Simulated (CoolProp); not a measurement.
Vapour-liquid equilibrium of benzene (1) + n-dodecane (2) at 0.00762 MPa; x and y are mole fractions of (1).

Computed with CoolProp (multi-fluid Helmholtz-energy mixture model, Thol 2012 and Lemmon 2004; pair parameters Bell 2016).

### Question
Give the bubble temperature and the first vapour's composition at x = 0.2, 0.8, 0.95. Is there an azeotrope?

### Answer
x = 0.2: 322.5 K, y = 0.988; x = 0.8: 291.6 K, y = 1.000; x = 0.95: 288.6 K, y = 1.000. No azeotrope shows between x = 0.05 and 0.95.

The pair parameters rest on a limited set of measurements; away from them the model extrapolates. The gap from Raoult's law changes sign with composition, which may be real or a fault of the pair parameters; it wasn't checked against measurements.
